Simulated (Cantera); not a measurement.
An isothermal, constant-pressure homogeneous reactor starts with NH₃ : N₂ = 1 : 0.37 (molar parts), at 2325 K and 20.0 Torr.

Cantera simulation using the gas-phase N/H chemistry of the illustrative SiF4/NH3 mechanism in the Surface Chemkin manual (1991); the numbers are that mechanism's predictions, not measurements. Walls and surfaces, which speed up NH3 decomposition in real reactors, are not modelled.

One state of this run: x NH₃ = 0.212; x NH = 9.08e-5; x N = 9.55e-6; x H = 0.00122; x NH₂ = 0.00182; x H₂ = 0.447. x: mole fraction; the columns are a selection and need not sum to one.

### Question
Which value of t (s) does it belong to?
A) 0.0184
B) 0.0593
C) 1.62e-5
D) 2.00

### Answer
B, 0.0593
